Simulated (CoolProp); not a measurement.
Sulfur hexafluoride along the isotherm 308.4 K: fugacity coefficient from the reference equation and from simpler models built on Tc = 318.7 K, pc = 3.755 MPa, ω = 0.210; each cubic takes its own stable root.

Computed with CoolProp (reference Helmholtz-energy equation of state, Guder 2009).

| p (MPa) | phase | reference |
|---|---|---|
| 0.156 | gas | 0.9845 |
| 0.313 | gas | 0.9690 |
| 0.469 | gas | 0.9537 |
| 0.626 | gas | 0.9383 |
| 0.782 | gas | 0.9231 |
| 0.939 | gas | 0.9078 |
| 1.1 | gas | 0.8921 |
| 1.25 | gas | 0.8775 |
| 1.41 | gas | 0.8620 |
| 1.56 | gas | 0.8474 |
| 1.72 | gas | 0.8318 |
| 1.88 | gas | 0.8162 |

**Question.** How far does each simpler model (Soave-Redlich-Kwong, Peng-Robinson) lie from the reference over these 12 states: mean and median of the absolute difference, and the worst?

**Answer.** 
- Soave-Redlich-Kwong: mean 0.1 %, median 0.1 %, worst -0.2 % at 308.4 K and 1.88 MPa
- Peng-Robinson: mean 1.2 %, median 1.2 %, worst -2.1 % at 308.4 K and 1.88 MPa
